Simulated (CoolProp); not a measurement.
A simple Rankine cycle with trans-2-butene: condensing at 315.15 K, boiler at 3.29 MPa, turbine inlet 456.5 K, turbine efficiency 0.8, pump efficiency 0.8, no recuperator. Each further row changes one setting.

Values from CoolProp's reference Helmholtz-energy equation of state, Lemmon 2005. It is a short technical equation, of lower accuracy than the large ones.

```csv
case,thermal efficiency (%),net work (kJ/kg),heat in (kJ/kg),turbine exit temperature (K),volume ratio over the turbine
as stated,14.5,83.0,573,383.5,9.38
turbine inlet 476.5 K,14.5,90.6,626,406.4,8.99
condensing temperature 307.15 K,[?],92.5,592,[?],11.7
boiler pressure 2.3 MPa,12.7,75.9,599,400.6,[?]
turbine efficiency 0.7,12.5,71.9,573,389.2,[?]
```

**Question.** Some entries are withheld; supply them.

**Answer.** 
- condensing temperature 307.15 K, thermal efficiency (%): 15.6
- condensing temperature 307.15 K, turbine exit temperature (K): 377.5
- boiler pressure 2.3 MPa, volume ratio over the turbine: 6.09
- turbine efficiency 0.7, volume ratio over the turbine: 9.55
